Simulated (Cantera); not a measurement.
Charge: 1 mol Fe2O3, a varied amount of Cl2, 17 mol H2, equilibrated at 752 °C and 7.50 Torr.

Cantera equilibrium calculation (NASA polynomials, part measured and part estimated; ideal gas, pure solids and liquids). Candidate condensed phases: Fe, FeCl2, FeCl3, FeO, Fe(OH)2, Fe(OH)3, Fe2O3, Fe3O4, H2O; 22 gas species. Mutual solubility and eutectic melting of coexisting phases are not modelled. The tables' stoichiometric FeO is somewhat more stable than real wüstite, so its field is too wide. FeO: taken at fixed stoichiometry. The numbers say what is thermodynamically allowed, not how fast it happens.

**Question.** What share of the Fe ends up in condensed phases as a function of n(Cl2) (mol), at 1.4, 1.9, 2.6, 3.5, 4.8, 6.7, 9.1, 13, 17, 24?

**Answer.** 
```tsv
n(Cl2) (mol)	Fe condensed (%)	as
1.4	94.9	Fe(α) + FeO(s)
1.9	90.9	Fe(α) + FeO(s)
2.6	83.5	Fe(α) + FeO(s)
3.5	71.3	Fe(α) + FeO(s)
4.8	48.9	Fe(α) + FeO(s)
6.7	22.0	FeO(s)
9.1	0.0	-
13	0.0	-
17	64.1	Fe2O3(s)
24	43.9	Fe2O3(s)
```
